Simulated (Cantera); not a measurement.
An adiabatic, constant-volume homogeneous reactor starts with 1.34 % CH₄, 0.0801 % C₂H₆, 0.307 % C₃H₈, 12.1 % O₂, 86.1 % N₂, at 1800 K and 2.20 bar.

Detailed kinetics in Cantera: GRI-Mech 3.0 (53 species, 325 reactions). GRI-Mech 3.0 was tuned for natural gas; its chemistry of propane as a main component is partial and can be far from experiment.

x: mole fraction; the columns are a selection and need not sum to one.

| t (s) | T (K) | P (bar) | x CH₄ | x C₂H₆ | x C₃H₈ | x NO | x C₂H₄ | x HCN | x NO₂ |
|---|---|---|---|---|---|---|---|---|---|
| 4.00e-6 | 1792 | 2.20 | 0.0124 | 0.000579 | 0.00153 | 1.26e-9 | 0.00152 | 1.83e-9 | 2.95e-12 |
| 1.86e-5 | 2111 | 2.63 | [?] | <1e-12 | <1e-12 | [?] | <1e-12 | [?] | [?] |
| 8.62e-5 | 2294 | 2.83 | <1e-12 | <1e-12 | <1e-12 | 8.46e-5 | <1e-12 | 1.00e-12 | 9.04e-8 |
| 0.000400 | 2380 | 2.93 | <1e-12 | <1e-12 | <1e-12 | 0.000291 | <1e-12 | <1e-12 | 3.04e-7 |
| 0.00186 | 2381 | 2.93 | <1e-12 | <1e-12 | <1e-12 | 0.000934 | <1e-12 | <1e-12 | 9.63e-7 |
| 0.00862 | 2374 | 2.92 | <1e-12 | <1e-12 | <1e-12 | 0.00345 | <1e-12 | <1e-12 | 3.55e-6 |
| 0.0400 | 2360 | 2.90 | <1e-12 | <1e-12 | <1e-12 | 0.00880 | <1e-12 | <1e-12 | 9.02e-6 |
| 0.186 | 2356 | 2.89 | <1e-12 | <1e-12 | <1e-12 | 0.0106 | <1e-12 | <1e-12 | 1.08e-5 |
| 0.862 | 2356 | 2.89 | <1e-12 | <1e-12 | <1e-12 | 0.0106 | <1e-12 | <1e-12 | 1.08e-5 |
| 4.00 | 2356 | 2.89 | <1e-12 | <1e-12 | <1e-12 | 0.0106 | <1e-12 | <1e-12 | 1.08e-5 |

Q: What belongs in the gaps?

A: 
- 1.86e-5, x CH₄: 2.86e-9
- 1.86e-5, x NO: 5.10e-6
- 1.86e-5, x HCN: 5.34e-8
- 1.86e-5, x NO₂: 4.61e-9
